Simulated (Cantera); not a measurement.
A perfectly stirred reactor is fed with CO : H₂ : CH₄ : O₂ : N₂ = 1 : 0.59 : 0.035 : 1.14 : 4.28 (molar parts), at 9.87 atm; it is adiabatic with a 500 K inlet, and is followed from long to short residence time, starting on the burning branch (τ in s: 0.073, 0.033, 0.015, 0.0069, 0.0031, 0.0014, 0.00065, 0.0003, 0.00013, 6.1e-05, 2.8e-05, 1.3e-05).

Computed with Cantera and GRI-Mech 3.0 (53 species, 325 reactions).

```json
[
 {"quantity": "blow-out, bracketed by the residence times tried", "before": "burning at 13.0 µs, the shortest tried", "after": "burning at 0.130 ms, out at 61.0 µs"},
 {"quantity": "x(CO) at τ = 73.0 ms", "before": "0.00331", "after": "0.0120"},
 {"quantity": "x(H₂) at τ = 73.0 ms", "before": "0.000373", "after": "0.00145"},
 {"quantity": "x(CH₄) at τ = 73.0 ms", "before": "3.68e-8", "after": "2.42e-7"},
 {"quantity": "x(CO₂) at τ = 73.0 ms", "before": "0.162", "after": "0.152"},
 {"quantity": "x(H) at τ = 73.0 ms", "before": "6.58e-5", "after": "0.000574"},
 {"quantity": "x(CO) at τ = 0.650 ms", "before": "0.00904", "after": "0.0466"},
 {"quantity": "x(H₂) at τ = 0.650 ms", "before": "0.000919", "after": "0.00771"},
 {"quantity": "x(CH₄) at τ = 0.650 ms", "before": "2.51e-6", "after": "9.73e-6"},
 {"quantity": "x(CO₂) at τ = 0.650 ms", "before": "0.155", "after": "0.111"},
 {"quantity": "x(H) at τ = 0.650 ms", "before": "0.000242", "after": "0.0132"}
]
```

### Question
Which change was made?
A. pressure from 9.87 atm to 7.99 atm
B. pressure from 9.87 atm to 0.602 atm
C. pressure from 9.87 atm to 7.30 atm
D. pressure from 9.87 atm to 0.987 atm

### Answer
B, pressure from 9.87 atm to 0.602 atm
